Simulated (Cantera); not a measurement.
Equilibrium for oxide etching and cleaning by halides: B2O3 + HF

A closed system holds: 1 mol B2O3, 12 mol HF, at 1350 °C and 0.100 bar.

Equilibrium computed with Cantera from the NASA thermochemical tables; the gas is ideal and each condensed phase is pure. Candidate condensed phases: B, B2O3, B3O3H3, H2O; 43 gas species. Gases not in the tables: H3BO3. Rates play no part.

```
Property                                 Result
------------------------------------  ---------
x(HF)                                     0.693
x(H2O)                                    0.142
x(BOF)                                   0.0902
x(BF3)                                   0.0670
x(HBO2)                                 0.00665
x(H2)                                  0.000329
x(O2)                                  0.000139
x(B3O3F3)                               7.40e-5
x(OH)                                   7.16e-5
gas amount                            12.18 mol
log10 activity of B(s) (absent)          -11.70
log10 activity of B3O3H3(s) (absent)     -26.70
```
